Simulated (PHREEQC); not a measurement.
Solution (25 °C and 100 atm): 57 mmol/kgw Cu(NO3)2 and 17 mmol/kgw FeCl3. Closed to the air; pH follows from the charge balance.

Computed with PHREEQC (ion-association model, phreeqc.dat).

```csv
quantity,before,after
pH,2.19,1.33
ionic strength (mol/kgw),0.254,0.140
Cl- (mol/kgw),0.0458,0.0450
Fe+3 (mol/kgw),0.00617,0.0105
FeOH+2 (mol/kgw),0.00283,0.000703
FeCl+2 (mol/kgw),0.00278,0.00521
SI of Goethite (FeOOH),+4.45,+2.21
SI of Hematite (Fe2O3),+10.90,+6.43
```

What was changed between the two runs?
(A) FeCl3 from 0.017 to 0.0255 mol/kgw
(B) Cu(NO3)2 replaced by HNO3 at the same molality
(C) temperature from 25 to 45 °C
(D) temperature from 25 to 5 °C

B, Cu(NO3)2 replaced by HNO3 at the same molality

This is a speciation only: nothing precipitates in the calculation. Some of these states are supersaturated (in Hematite (slow to form), Goethite (slow to form), for instance). Under pressure, the constants of complexes without a molar volume in the database are unreliable.
